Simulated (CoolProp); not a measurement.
Properties of 1-butene along the isobar 2.35 MPa.

The numbers come from the reference Helmholtz-energy equation of state, Lemmon 2005 in CoolProp. It is a short technical equation, of lower accuracy than the large ones.

```
T (°C)  phase  density (kg/m³)  Joule-Thomson coefficient (K/MPa)  isothermal compressibility (1/MPa)
------  -----  ---------------  ---------------------------------  ----------------------------------
128.25    gas            56.78                              15.48                              0.6934
136.55    gas            53.34                              13.71                              0.6414
144.75    gas            50.59                              12.34                              0.6064
152.95    gas            48.27                              11.21                              0.5807
161.25    gas            46.25                              10.26                              0.5607
169.45    gas            44.49                              9.461                              0.5450
177.75    gas            42.91                              8.758                              0.5320
185.95    gas            41.50                              8.149                              0.5213
194.15    gas            40.22                              7.610                              0.5123
202.45    gas            39.04                              7.124                              0.5044
210.65    gas            37.96                              6.694                              0.4976
218.85    gas            36.96                              6.305                              0.4917
227.15    gas            36.01                              5.948                              0.4864
235.35    gas            35.14                              5.627                              0.4817
243.65    gas            34.31                              5.330                              0.4775
251.85    gas            33.54                              5.061                              0.4737
```
